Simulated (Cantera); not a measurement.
Feed: 1 mol SiH₄, 1.7 mol NH₃, equilibrated at 798 K and 10.0 mbar.

Method: chemical equilibrium by Gibbs-energy minimisation in Cantera with the NASA 1993 tables (ideal gas, pure condensed phases). Candidate condensed phases: Si, Si₃N₄; 18 gas species. The numbers say what is thermodynamically allowed, not how fast it happens.

Base state: H₂ 0.961, N₂ 0.0387 (mole fractions); condensed: Si₃N₄(s).

### Question
What changes in the equilibrium state with this change: SiH₄ replaced by Si₂Cl₆?

### Answer
```json
[
 {"species": "HCl", "before": "0", "after": "0.375"},
 {"species": "H₂", "before": "0.961", "after": "0.353"},
 {"species": "SiCl₄", "before": "0", "after": "0.224"},
 {"species": "N₂", "before": "0.0387", "after": "0.0471"},
 {"species": "SiHCl₃", "before": "0", "after": "0.000186"},
 {"species": "Si₃N₄(s), mol", "before": "0.333", "after": "0.314"}
]
```
The feed counts by its element totals alone. Further candidate phases: NH₄Cl.
